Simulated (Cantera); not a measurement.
Charge: 1 mol Si, 1.3 mol Br2, 18 mol H2, at 0.0100 bar.

Points: T (K) = 673, 773, 873, 973, 1073, 1173, 1273, 1373, 1473, 1573, 1673.

Cantera's Mixture.equilibrate('TP', solver="vcs", rtol=1e-11, max_steps=5000) on the NASA tables stopped like this:

```
ERROR: FAILURE its = 5001!

*******************************************************************************
CanteraError thrown by MultiPhase::equilibrate:
VCS solver failed. Return code: -1
*******************************************************************************
```

**Question.** What got this run through?

**Answer.** Several could match; the one computed here: The failure is numerical, not chemical. The same input converged with solver="gibbs", rtol=1e-10, max_steps=50000, and the result passed a check of the equilibrium conditions:
```
log10 of partial pressures in bar; condensed amounts in mol
       T/K        H2       HBr     SiBr4     SiBr2        Br    SiHBr3         H    Si(cr)
       673    -2.016    -4.921    -3.479    -8.343   -13.165    -4.753   -15.265    0.3469
       773    -2.017    -4.269    -3.495    -6.820   -10.999    -4.708   -13.051    0.3652
       873    -2.021    -3.780    -3.540    -5.669    -9.337    -4.701   -11.341    0.4153
       973    -2.029    -3.414    -3.649    -4.796    -8.034    -4.754    -9.981     0.506
      1073    -2.041    -3.164    -3.913    -4.178    -7.017    -4.932    -8.874    0.6036
      1173    -2.050    -3.046    -4.486    -3.847    -6.262    -5.345    -7.953    0.6394
      1273    -2.052    -3.027    -5.296    -3.734    -5.706    -5.937    -7.173    0.6236
      1373    -2.052    -3.035    -6.089    -3.691    -5.256    -6.516    -6.504    0.6001
      1473    -2.052    -3.047    -6.795    -3.667    -4.872    -7.032    -5.924    0.5805
      1573    -2.052    -3.061    -7.423    -3.653    -4.539    -7.491    -5.417    0.5673
      1673    -2.052    -3.078    -7.991    -3.652    -4.248    -7.907    -4.970    0.5609
```

The gas is ideal and each condensed phase is pure. The tables' values for SiBr3, SiBr are old estimates; treat these amounts as uncertain.
